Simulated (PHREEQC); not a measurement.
Consider water at 25 °C with 0.1 mol HCl, 0.00032 mol LiCl and 6.5e-05 mol MnSO4 per kg of water. Closed to the air; pH follows from the charge balance.

Equilibrium calculation in PHREEQC: ion-association model, phreeqc.dat.

No solid was allowed to form.

Problem. Predict the pH.

Solution. pH 1.08.

Problem. In which forms is Mn present?

Solution. Mn+2 86 %, MnCl+ 14 % of the Mn.
